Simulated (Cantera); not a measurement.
Input: 1 mol CaCO₃, 3.4 mol H₂, 8.6 mol CO₂, equilibrated at 1273.15 K and 12.0 Torr.

Equilibrium computed with Cantera from the NASA thermochemical tables; the gas is ideal and each condensed phase is pure. Candidate condensed phases: C, C₆H₆, C₇H₈, C₈H₁₈, Ca, CaCO₃, CaO, Ca(OH)₂, H₂O; 115 gas species. Kinetics and transport are ignored.

Base state: CO₂ 0.528, CO 0.211, H₂O 0.211, H₂ 0.0508 (mole fractions); condensed: CaO(s).

Task: What changes in the equilibrium state with this change: H₂ from 3.4 to 0.36 mol?

Result: 
```
species      before     after
-----------  ------  --------
CO₂           0.528     0.929
CO            0.211    0.0353
H₂O           0.211    0.0353
H₂           0.0508  0.000812
CaO(s), mol    1.00      1.00
```

Task: What changes in the equilibrium state with this change: H₂ from 3.4 to 0.6 mol?

Result: 
```tsv
species	before	after
CO₂	0.528	0.885
CO	0.211	0.0566
H₂O	0.211	0.0566
H₂	0.0508	0.00219
CaO(s), mol	1.00	1.00
```
